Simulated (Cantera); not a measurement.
Input: 1 mol Fe₃O₄, 5.3 mol CO, 14 mol N₂, at 923 K and 14.0 Pa.

These are equilibrium values from Cantera (NASA tables, ideal gas, pure condensed phases), not measurements of a reactor. Candidate condensed phases: C, Fe, Fe(CO)₅, FeO, Fe₂O₃, Fe₃O₄; 27 gas species. The tables' stoichiometric FeO is somewhat more stable than real wüstite, so its field is too wide. FeO: taken at fixed stoichiometry. Equilibrium is a limit: real reactors are often held back by kinetics, nucleation or transport.

Base state: N₂ 0.725, CO 0.212, CO₂ 0.0627 (mole fractions); condensed: Fe(α) + FeO(s).

### Question
What changes in the equilibrium state with this change: Fe₃O₄ replaced by Cu₂O?

### Answer
```tsv
species	before	after
N₂	0.725	0.725
CO	0.212	0.223
CO₂	0.0627	0.0518
Fe(α), mol	0.210	0
FeO(s), mol	2.79	0
Cu(s), mol	0	2.00
```
Further candidate phases: Cu, CuO, Cu₂O.
